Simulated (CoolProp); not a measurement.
Aqueous methanol as a coolant, at -17 °C, 1 atm.

Model: Melinder's fits for secondary coolants, in CoolProp.

```
mass %  freezing point (°C)  viscosity (mPa s)  conductivity (W/(m K))  cp (kJ/(kg K))  density (kg/m³)
------  -------------------  -----------------  ----------------------  --------------  ---------------
26.5                  -21.7               7.82                   0.418           3.810            969.6
32.8                  -29.1               7.99                   0.394           3.648            963.2
39                    -37.3               7.73                   0.372           3.505            955.7
45.3                  -46.7               7.14                   0.350           3.365            946.7
51.5                  -57.1               6.38                   0.330           3.222            936.6
57.7                  -68.5               5.58                   0.312           3.069            925.5
```
